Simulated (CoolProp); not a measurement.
R152A along the isotherm 327.3 K: density (kg/m³) from the reference equation and from simpler models built on Tc = 386.4 K, pc = 45.17 bar, ω = 0.275; each cubic takes its own stable root.

Model: reference Helmholtz-energy equation of state, Outcalt 1996, in CoolProp. It is a modified Benedict-Webb-Rubin equation, recast in Helmholtz form.

```tsv
p (bar)	phase	reference
1.41	gas	3.497
2.82	gas	7.154
4.23	gas	10.99
5.65	gas	15.07
7.06	gas	19.35
8.47	gas	23.91
9.88	gas	28.79
11.3	gas	34.12
12.7	gas	39.86
14.1	liquid	818.8
15.5	liquid	819.7
16.9	liquid	820.7
18.3	liquid	821.6
19.8	liquid	822.5
21.2	liquid	823.4
22.6	liquid	824.3
```

Q: How far does each simpler model (van der Waals, Redlich-Kwong, Soave-Redlich-Kwong) lie from the reference over these 16 states: mean and median of the absolute difference, and the worst?

A: 
- van der Waals: mean 40.5 %, median 9.1 %, worst -95.0 % at 327.3 K and 14.1 bar
- Redlich-Kwong: mean 20.8 %, median 5.4 %, worst -94.8 % at 327.3 K and 14.1 bar
- Soave-Redlich-Kwong: mean 9.5 %, median 3.8 %, worst -19.4 % at 327.3 K and 14.1 bar

At some of these states van der Waals, Redlich-Kwong gives the other phase, because its saturation line lies elsewhere.
